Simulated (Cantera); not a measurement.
A Cantera script and what it prints.

```python
import numpy as np
import cantera as ct

gas_names = """
    Cr CrO CrO2 CrO3 H HO2 H2 H2O H2O2 O OH O2 O3
""".split()
cond_names = """
    Cr(cr) Cr(L) Cr2O3(s) Cr2O3(L) H2O(s) H2O(L)
""".split()


# ... load() reads the species with a 1 bar reference pressure and builds the phases ...
atoms = {
    'Cr': {'Cr': 1},
    'O2': {'O': 2},
    'H2': {'H': 2},
}
top_T = {}  # K; cautious upper limits of use, not melting points


# ... equilibrate(T, P, feed) seeds the gas with the atoms and calls Mixture.equilibrate('TP', solver="vcs", rtol=1e-11, max_steps=5000) ...
results = []
P = 10000  # Pa
for T in [1000, 1100, 1200, 1300, 1400, 1500, 1600, 1700, 1800, 1900, 2000]:
    for m in [0.11, 0.15, 0.21, 0.29, 0.39, 0.54, 0.74, 1, 1.4, 1.9]:
        feed = {'Cr': 1, 'O2': m, 'H2': 310}  # mol
        mix = equilibrate(T, P, feed)
        results.append((T, P, feed, dict(zip(mix.species_names, mix.species_moles))))

for T, P, feed, n in results:
    print(f"{T:7g} {feed['O2']:10.4g}  " + (" + ".join(c for c in cond_names if n.get(c, 0) > 1e-12) or "gas only"))
```

It prints:

```
   1000       0.11  Cr(cr) + Cr2O3(s)
   1000       0.15  Cr(cr) + Cr2O3(s)
   1000       0.21  Cr(cr) + Cr2O3(s)
   1000       0.29  Cr(cr) + Cr2O3(s)
   1000       0.39  Cr(cr) + Cr2O3(s)
   1000       0.54  Cr(cr) + Cr2O3(s)
   1000       0.74  Cr(cr) + Cr2O3(s)
   1000          1  Cr2O3(s)
   1000        1.4  Cr2O3(s)
   1000        1.9  Cr2O3(s)
   1100       0.11  Cr(cr) + Cr2O3(s)
   1100       0.15  Cr(cr) + Cr2O3(s)
   1100       0.21  Cr(cr) + Cr2O3(s)
   1100       0.29  Cr(cr) + Cr2O3(s)
   1100       0.39  Cr(cr) + Cr2O3(s)
   1100       0.54  Cr(cr) + Cr2O3(s)
   1100       0.74  Cr(cr) + Cr2O3(s)
   1100          1  Cr2O3(s)
   1100        1.4  Cr2O3(s)
   1100        1.9  Cr2O3(s)
   1200       0.11  Cr(cr) + Cr2O3(s)
   1200       0.15  Cr(cr) + Cr2O3(s)
   1200       0.21  Cr(cr) + Cr2O3(s)
   1200       0.29  Cr(cr) + Cr2O3(s)
   1200       0.39  Cr(cr) + Cr2O3(s)
   1200       0.54  Cr(cr) + Cr2O3(s)
   1200       0.74  Cr(cr) + Cr2O3(s)
   1200          1  Cr2O3(s)
   1200        1.4  Cr2O3(s)
   1200        1.9  Cr2O3(s)
   1300       0.11  Cr(cr) + Cr2O3(s)
   1300       0.15  Cr(cr) + Cr2O3(s)
   1300       0.21  Cr(cr) + Cr2O3(s)
   1300       0.29  Cr(cr) + Cr2O3(s)
   1300       0.39  Cr(cr) + Cr2O3(s)
   1300       0.54  Cr(cr) + Cr2O3(s)
   1300       0.74  Cr(cr) + Cr2O3(s)
   1300          1  Cr2O3(s)
   1300        1.4  Cr2O3(s)
   1300        1.9  Cr2O3(s)
   1400       0.11  Cr(cr) + Cr2O3(s)
   1400       0.15  Cr(cr) + Cr2O3(s)
   1400       0.21  Cr(cr) + Cr2O3(s)
   1400       0.29  Cr(cr) + Cr2O3(s)
   1400       0.39  Cr(cr) + Cr2O3(s)
   1400       0.54  Cr(cr) + Cr2O3(s)
   1400       0.74  Cr(cr) + Cr2O3(s)
   1400          1  Cr2O3(s)
   1400        1.4  Cr2O3(s)
   1400        1.9  Cr2O3(s)
   1500       0.11  Cr(cr)
   1500       0.15  Cr(cr)
   1500       0.21  Cr(cr) + Cr2O3(s)
   1500       0.29  Cr(cr) + Cr2O3(s)
   1500       0.39  Cr(cr) + Cr2O3(s)
   1500       0.54  Cr(cr) + Cr2O3(s)
   1500       0.74  Cr(cr) + Cr2O3(s)
   1500          1  Cr2O3(s)
   1500        1.4  Cr2O3(s)
   1500        1.9  Cr2O3(s)
   1600       0.11  Cr(cr)
   1600       0.15  Cr(cr)
   1600       0.21  Cr(cr)
   1600       0.29  Cr(cr)
   1600       0.39  Cr(cr) + Cr2O3(s)
   1600       0.54  Cr(cr) + Cr2O3(s)
   1600       0.74  Cr(cr) + Cr2O3(s)
   1600          1  Cr(cr) + Cr2O3(s)
   1600        1.4  Cr2O3(s)
   1600        1.9  Cr2O3(s)
   1700       0.11  Cr(cr)
   1700       0.15  Cr(cr)
   1700       0.21  Cr(cr)
   1700       0.29  Cr(cr)
   1700       0.39  Cr(cr)
   1700       0.54  Cr(cr)
   1700       0.74  Cr(cr) + Cr2O3(s)
   1700          1  Cr(cr) + Cr2O3(s)
   1700        1.4  Cr2O3(s)
   1700        1.9  Cr2O3(s)
   1800       0.11  Cr(cr)
   1800       0.15  Cr(cr)
   1800       0.21  Cr(cr)
   1800       0.29  Cr(cr)
   1800       0.39  Cr(cr)
   1800       0.54  Cr(cr)
   1800       0.74  Cr(cr)
   1800          1  Cr(cr) + Cr2O3(s)
   1800        1.4  Cr(cr) + Cr2O3(s)
   1800        1.9  Cr2O3(s)
   1900       0.11  gas only
   1900       0.15  gas only
   1900       0.21  gas only
   1900       0.29  gas only
   1900       0.39  gas only
   1900       0.54  gas only
   1900       0.74  gas only
   1900          1  gas only
   1900        1.4  gas only
   1900        1.9  Cr2O3(s)
   2000       0.11  gas only
   2000       0.15  gas only
   2000       0.21  gas only
   2000       0.29  gas only
   2000       0.39  gas only
   2000       0.54  gas only
   2000       0.74  gas only
   2000          1  gas only
   2000        1.4  gas only
   2000        1.9  gas only
```

Cantera equilibrium calculation (NASA polynomials, part measured and part estimated; ideal gas, pure solids and liquids). Mutual solubility and eutectic melting of coexisting phases are not modelled.
